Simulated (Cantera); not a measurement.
Charge: 1 mol CH3SiCl3, 0.37 mol C2H4, 5.7 mol H2, 0.048 mol C3H8, at 1600 K and 17.0 mbar.

These are equilibrium values from Cantera (NASA tables, ideal gas, pure condensed phases), not measurements of a reactor. Candidate condensed phases: C, C6H6, C7H8, C8H18, Si, SiC; 109 gas species. The feed counts by its element totals alone. The tables' values for SiCl3 are old estimates; treat these amounts as uncertain. Kinetics and transport are ignored.

Base state: H2 0.694, HCl 0.301, SiCl2 0.00472, H 0.000347, SiCl3 0.000304, Cl 0.000119, SiCl4 4.80e-5, C2H2 (acetylene) 1.91e-5 (mole fractions); condensed: C(graphite) + SiC(s).

**Question.** What changes in the equilibrium state with this change: H2 from 5.7 to 1.5 mol?

**Answer.** 
```
species             before     after
----------------  --------  --------
HCl                  0.301     0.503
H2                   0.694     0.473
SiCl2              0.00472    0.0194
SiCl4              4.80e-5  0.000809
SiCl3             0.000304   0.00252
SiHCl3             1.60e-5  0.000110
CH4                1.34e-5   6.22e-6
Cl                0.000119  0.000241
C(graphite), mol     0.933      1.01
SiC(s), mol          0.951     0.876
```
